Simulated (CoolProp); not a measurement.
A closed Brayton cycle with nitrogen: compressor inlet 332.15 K and 7.7 MPa, high pressure 17.4 MPa, turbine inlet 815 K, compressor efficiency 0.89, turbine efficiency 0.9, recuperator effectiveness 0.8 (on enthalpy, no pinch check). Each further row changes one setting.

Values from CoolProp's reference Helmholtz-energy equation of state, Span 2000.

```json
[
 {"case": "as stated", "thermal efficiency (%)": "27.3", "net work (kJ/kg)": "61.0", "compressor to turbine work": "0.64", "compressor exit (K)": "431.6", "turbine exit (K)": "670.7"},
 {"case": "turbine inlet 765 K", "thermal efficiency (%)": "24.9", "net work (kJ/kg)": "50.8", "compressor to turbine work": "0.68", "compressor exit (K)": "431.6", "turbine exit (K)": "628.1"},
 {"case": "compressor inlet 342.15 K", "thermal efficiency (%)": "26.1", "net work (kJ/kg)": "57.6", "compressor to turbine work": "0.66", "compressor exit (K)": "444.5", "turbine exit (K)": "670.7"},
 {"case": "high pressure 14.8 MPa", "thermal efficiency (%)": "26.4", "net work (kJ/kg)": "53.8", "compressor to turbine work": "0.61", "compressor exit (K)": "410.0", "turbine exit (K)": "697.2"},
 {"case": "recuperator effectiveness 0.5", "thermal efficiency (%)": "20.2", "net work (kJ/kg)": "61.0", "compressor to turbine work": "0.64", "compressor exit (K)": "431.6", "turbine exit (K)": "670.7"}
]
```
